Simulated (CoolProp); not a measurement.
Model: reference Helmholtz-energy equation of state, Zhou 2016, in CoolProp.

### Question
For R245ca, give the phase and the density (kg/m³), cp (kJ/(kg K)), expansivity (1/kK) at 113.15 °C and 311 kPa; 98.05 °C and 3880 kPa; 0.35 °C and 4980 kPa.

### Answer
- 113.15 °C and 311 kPa: gas; density 13.6, cp 1.09, expansivity 3.07
- 98.05 °C and 3880 kPa: liquid; density 1200, cp 1.51, expansivity 2.66
- 0.35 °C and 4980 kPa: liquid; density 1460, cp 1.34, expansivity 1.58
